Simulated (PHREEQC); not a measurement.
A solution holds 0.13 mol CuSO4 and 0.029 mol Na2SO4 per kg of water, at 55 °C. Closed to the air; pH follows from the charge balance.

Computed with PHREEQC (ion-association model, wateq4f.dat).

Precipitation was switched off in this run.

Problem. Estimate the pH.

Solution. pH 4.25.

Problem. In which forms is Na present?

Solution. Na+ 90 %, NaSO4- 10 % of the Na.

The solution is supersaturated, for example in Tenorite (slow to form), so a real one may precipitate; this is no full list. Complexes and solids missing from the database can't appear. Away from 25 °C the constants follow the database's enthalpies or fits; those with neither stay at their 25 °C values.
